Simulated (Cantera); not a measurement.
A perfectly stirred reactor is fed with 9.14 % H₂, 9.32 % O₂, 81.2 % N₂, 0.384 % NO, at 5.00 bar; it is adiabatic with a 525 K inlet, and is followed from long to short residence time, starting on the burning branch (τ in s: 0.36, 0.15, 0.059, 0.024, 0.0096, 0.0038, 0.0015, 0.00062, 0.00025, 0.0001, 4.1e-05, 1.6e-05, 6.6e-06).

Model: GRI-Mech 3.0 (53 species, 325 reactions), integrated in Cantera. The hydrogen kinetics of GRI-Mech 3.0 are dated; newer H2 mechanisms differ, most at raised pressure. The mechanism lacks 2 NO + O2 → 2 NO2 and HONO, so NO2 and the effect of NO are under-described below about 1400 K.

### Question
Predict: blow-out, bracketed by the residence times tried; x(H₂) at τ = 0.360 s; x(O₂) at τ = 0.360 s; x(NO) at τ = 0.360 s; x(O) at τ = 0.360 s; x(OH) at τ = 0.360 s; x(H₂) at τ = 1.50 ms; x(O₂) at τ = 1.50 ms; x(NO) at τ = 1.50 ms; x(O) at τ = 1.50 ms; x(OH) at τ = 1.50 ms.

### Answer
* **blow-out, bracketed by the residence times tried**: burning at 1.50 ms, out at 0.620 ms
* **x(H₂) at τ = 0.360 s**: 0.000126
* **x(O₂) at τ = 0.360 s**: 0.0498
* **x(NO) at τ = 0.360 s**: 0.00382
* **x(O) at τ = 0.360 s**: 4.35e-7
* **x(OH) at τ = 0.360 s**: 1.81e-5
* **x(H₂) at τ = 1.50 ms**: 0.00564
* **x(O₂) at τ = 1.50 ms**: 0.0525
* **x(NO) at τ = 1.50 ms**: 0.00356
* **x(O) at τ = 1.50 ms**: 3.02e-5
* **x(OH) at τ = 1.50 ms**: 9.11e-5
